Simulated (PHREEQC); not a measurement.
Consider water at 25 °C with 0.29 mol/kgw CuCl2, 0.0083 mol/kgw HBF4 and 0.045 mol/kgw Na2SO4. Closed to the air; pH follows from the charge balance.

Equilibrium calculation in PHREEQC: ion-association model, phreeqc.dat.

```json
{
 "pH": "2.29",
 "ionic_strength": "0.774 mol/kgw",
 "activity_of_water": "0.984",
 "density": "1.037 g/cm³",
 "total_alkalinity": "-33.2 meq/kg"
}
```

```
species  molality  activity   log γ
-------  --------  --------  ------
Cl-         0.509     0.317  -0.206
Cu+2        0.200    0.0441  -0.657
Na+        0.0885    0.0638  -0.142
CuCl+      0.0607    0.0376  -0.208
CuSO4      0.0234    0.0280   0.077
SO4-2      0.0181   0.00311  -0.765
H+        0.00677   0.00508  -0.125
BF4-      0.00646   0.00490  -0.120
```

This is a speciation only: nothing precipitates in the calculation. Caution: at this ionic strength the ion-association model is outside its range; a Pitzer model would be the better tool where its parameters exist. Real BF4- forms and hydrolyses slowly; the run takes it at equilibrium.
